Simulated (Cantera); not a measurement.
A perfectly stirred reactor is fed with 7.05 % CH4, 19.6 % O2, 73.3 % N2, at 10.0 bar; it is adiabatic with a 575 K inlet, and is followed from long to short residence time, starting on the burning branch (τ in s: 0.047, 0.02, 0.0088, 0.0038, 0.0017, 0.00072, 0.00031, 0.00013, 5.8e-05, 2.5e-05, 1.1e-05).

Detailed kinetics in Cantera: GRI-Mech 3.0 (53 species, 325 reactions).

One state of this run: T (K) = 2065; x CH4 = 7.04e-5; x O2 = 0.0556; x C2H2 = 6.22e-8; x HO2 = 8.56e-6; x H = 6.89e-5; x C2H4 = 7.25e-8; x HCN = 1.45e-7. x: mole fraction; the columns are a selection and need not sum to one.

Q: Which value of τ (s) does it belong to?
(A) 0.00013
(B) 2.5e-5
(C) 0.0038
(D) 0.00072

A: D, 0.00072
